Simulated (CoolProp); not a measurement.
Carbonyl sulfide along the isobar 4540 kPa: Z from the reference equation and from simpler models built on Tc = 378.8 K, pc = 6369 kPa, ω = 0.098; each cubic takes its own stable root.

Computed with CoolProp (reference Helmholtz-energy equation of state, Lemmon 2006). It is a short technical equation, of lower accuracy than the large ones.

```tsv
T (K)	phase	reference	Redlich-Kwong	Soave-Redlich-Kwong	Peng-Robinson
239.6	liquid	(withheld)	0.1263	0.1257	0.1114
265.9	liquid	0.1136	0.1212	0.1202	0.1063
292.2	liquid	(withheld)	0.1192	0.1178	0.1041
318.6	liquid	0.1094	0.1213	0.1196	0.1057
344.9	liquid	0.1137	0.1317	0.1293	0.1146
371.2	gas	0.6553	0.6640	(withheld)	0.6375
397.5	gas	(withheld)	0.7517	0.7550	0.7319
423.8	gas	0.8103	(withheld)	0.8125	0.7907
450.1	gas	0.8501	0.8448	0.8528	0.8324
```

Question: Some entries are withheld; supply them.

Answer: 
- 239.6, reference: 0.1195
- 292.2, reference: 0.1101
- 371.2, Soave-Redlich-Kwong: 0.6620
- 397.5, reference: 0.7526
- 423.8, Redlich-Kwong: 0.8064
